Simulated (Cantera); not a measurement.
**Hydrocarbon pyrolysis for carbon deposition**

A perfectly stirred reactor is fed with 22.2 % C₂H₆, 77.8 % N₂, at 100.0 Torr; it is held at 1400 K, and followed from long to short residence time.

Detailed kinetics in Cantera: GRI-Mech 3.0 (53 species, 325 reactions). GRI-Mech 3.0 stops at C3 and has no aromatics, soot or wall deposition, so with more carbon than oxygen in the feed, carbon stays in small species such as C2H2 where larger ones or solid carbon would form.

| τ (s) | x C₂H₆ | x CH₂ | x C₂H | x HCN | x CH₄ | x C₂H₂ |
|---|---|---|---|---|---|---|
| 4.4 | 0.000206 | 3.82e-9 | 1.09e-8 | 7.37e-9 | 0.0389 | 0.135 |
| 1.6 | 0.000432 | 7.34e-9 | 1.45e-8 | 7.30e-9 | 0.0414 | 0.133 |
| 0.62 | 0.000890 | 1.35e-8 | 1.82e-8 | 7.05e-9 | 0.0452 | 0.128 |
| 0.23 | 0.00195 | 2.55e-8 | 2.22e-8 | 6.56e-9 | 0.0505 | 0.120 |
| 0.087 | 0.00436 | 4.72e-8 | 2.52e-8 | 5.96e-9 | 0.0559 | 0.106 |
| 0.033 | 0.01000 | 8.76e-8 | 2.57e-8 | 5.37e-9 | 0.0598 | 0.0843 |
| 0.012 | 0.0243 | 1.65e-7 | 2.17e-8 | 4.75e-9 | 0.0584 | 0.0551 |
| 0.0046 | 0.0546 | 2.79e-7 | 1.40e-8 | 4.01e-9 | 0.0477 | 0.0281 |
x: mole fraction; the columns are a selection and need not sum to one.
